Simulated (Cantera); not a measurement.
Cantera run:

```python
import numpy as np
import cantera as ct

gas_names = """
    C CN CO CO2 C2 CCN CNC C2N2 C2O C3 C3O2 C4 C4N2 C5 N NCO NO NO2 NO3 N2 N2O O O2 O3 Pb PbO Pb2
""".split()
cond_names = """
    C(gr) Pb(cr) Pb(L) PbO(rd) PbO(yw) PbO(L) PbO2(s) Pb3O4(s)
""".split()


def load(file, names, dense=False):
    # The tables refer to 1 bar. Condensed volumes are neglected.
    table = {s.name: s for s in ct.Species.list_from_file(file)}
    out = []
    for n in names:
        d = dict(table[n].input_data)
        d["thermo"] = dict(d["thermo"], **{"reference-pressure": 1e5})
        if dense:
            d["equation-of-state"] = {"model": "constant-volume", "density": "1e6 g/cm^3"}
        out.append(ct.Species.from_dict(d))
    return out


gas = ct.Solution(thermo="ideal-gas", species=load("nasa_gas.yaml", gas_names))
cond = {s.name: ct.Solution(thermo="fixed-stoichiometry", species=[s], name=s.name)
        for s in load("nasa_condensed.yaml", cond_names, dense=True)}
atoms = {
    'PbO': {'Pb': 1, 'O': 1},
    'C': {'C': 1},
    'N2': {'N': 2},
}
top_T = {'C(gr)': 4500, 'Pb3O4(s)': 820}  # K; cautious upper limits of use, not melting points


def equilibrate(T, P, feed):
    n = {}
    for name, mol in feed.items():
        for a, k in atoms[name].items():
            n[a] = n.get(a, 0.0) + k * mol
    gas.TPX = T, P, n
    mass = sum(n.values()) * gas.mean_molecular_weight
    gas.equilibrate("TP")
    valid = [c for c in cond.values() if c.min_temp <= T <= top_T.get(c.name, c.max_temp)]
    mix = ct.Mixture([(gas, mass / gas.mean_molecular_weight)] + [(c, 0.0) for c in valid])
    mix.T, mix.P = T, P
    mix.equilibrate("TP", solver="vcs", rtol=1e-11, max_steps=5000)
    return mix


results = []
feed = {'PbO': 1, 'C': 7.1, 'N2': 3}  # mol
T = 1573  # K
P = 17000  # Pa
mix = equilibrate(T, P, feed)
results.append((T, P, feed, dict(zip(mix.species_names, mix.species_moles))))
x = sorted(zip(gas.X, gas.species_names), reverse=True)
print(f"T = {T:g} K  P = {P:g} Pa  gas = {mix.phase_moles(0):.4g} mol")
print("   x: " + "  ".join(f"{s} {v:.3e}" for v, s in x if v > 1e-05))
print("   condensed (mol): " + ("  ".join(f"{mix.phase(i).name} {mix.phase_moles(i):.4g}"
      for i in range(1, mix.n_phases) if mix.phase_moles(i) > 1e-12) or "none"))
```

It prints:

```
T = 1573 K  P = 17000 Pa  gas = 5 mol
   x: N2 6.001e-01  CO 2.000e-01  Pb 1.998e-01  Pb2 9.213e-05
   condensed (mol): C(gr) 6.1
```

Equilibrium computed with Cantera from the NASA thermochemical tables; the gas is ideal and each condensed phase is pure.
